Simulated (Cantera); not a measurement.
**N2O furnace oxynitridation**

A perfectly stirred reactor is fed with 93.8 % N2O, 6.19 % O2, at 1.00 atm; it is held at 1350 K, and followed from long to short residence time.

Detailed kinetics in Cantera: GRI-Mech 3.0 (53 species, 325 reactions). GRI-Mech 3.0 was tuned for natural gas; its chemistry of N2O as a main component is partial and can be far from experiment. The mechanism lacks the step 2 NO + O2 → 2 NO2, which can matter for NO2 below about 1400 K. The temperature is held fixed by assumption; the heat of reaction is taken as removed at once.

```
τ (s)    x N2O    x O2      x O     x NO     x NO2    x N2
------  ------  ------  -------  -------  --------  ------
7.4     0.0192   0.338  2.65e-6   0.0349  0.000316   0.608
2.2     0.0560   0.318  4.38e-6   0.0501  0.000443   0.575
0.65     0.149   0.283  6.84e-6   0.0616  0.000536   0.506
0.19     0.340   0.224  9.64e-6   0.0578  0.000495   0.378
0.057    0.595   0.153  1.18e-5   0.0372  0.000309   0.215
0.017    0.795  0.0993  1.29e-5   0.0163  0.000125  0.0891
0.0050   0.890  0.0744  1.34e-5  0.00554   3.44e-5  0.0298
```
x: mole fraction; the columns are a selection and need not sum to one.
